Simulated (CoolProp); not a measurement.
Vapour-liquid equilibrium of benzene (1) + octamethylcyclotetrasiloxane (D4) (2) at 107.75 °C; x and y are mole fractions of (1).

Values from CoolProp's multi-fluid Helmholtz-energy mixture model, Thol 2012 and Thol 2015; pair parameters Bell 2016.

```
x     bubble pressure, mixture model (MPa)  bubble pressure, Raoult's law (MPa)  y, mixture model  y, Raoult's law
----  ------------------------------------  -----------------------------------  ----------------  ---------------
0.05                               0.02012                              0.02239             0.432            0.494
0.15                               0.03901                              0.04331             0.736            0.766
0.25                               0.05967                              0.06423             0.846            0.861
0.35                               0.08066                              0.08515             0.900            0.909
0.45                                0.1013                               0.1061             0.932            0.938
0.55                                0.1217                               0.1270             0.953            0.958
0.65                                0.1422                               0.1479             0.968            0.972
0.75                                0.1635                               0.1688             0.980            0.982
0.85                                0.1860                               0.1898             0.989            0.991
0.95                                0.2096                               0.2107             0.997            0.997
```

The largest gap from Raoult's law is -10.1 % in bubble pressure, at x = 0.05. No azeotrope shows between x = 0.05 and 0.95.

The pair parameters rest on a limited set of measurements; away from them the model extrapolates.
